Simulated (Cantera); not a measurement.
An adiabatic, constant-pressure homogeneous reactor starts with 10.9 % CH4, 0.872 % H2, 18.5 % O2, 69.7 % N2, equivalence ratio 1.2, at 1400 K and 17.8 atm.

Computed with Cantera and GRI-Mech 3.0 (53 species, 325 reactions). The pressure lies above the range GRI-Mech 3.0 was tuned for (to about 10 atm).

Predict: time of steepest temperature rise; temperature at 0.300 s; equilibrium temperature; x(H2) at 0.300 s; x(O2) at 0.300 s; x(HCO) at 0.300 s; x(H) at 0.300 s.


```json
{
  "time_of_steepest_temperature_rise": "0.185 ms",
  "temperature at 0.300 s": "2896 K",
  "equilibrium_temperature": "2896 K",
  "x(H2) at 0.300 s": "0.0280 (gas-phase equilibrium 0.0280)",
  "x(O2) at 0.300 s": "0.00232 (gas-phase equilibrium 0.00232)",
  "x(HCO) at 0.300 s": "3.80e-7 (gas-phase equilibrium 3.80e-7)",
  "x(H) at 0.300 s": "0.00451 (gas-phase equilibrium 0.00451)"
}
```
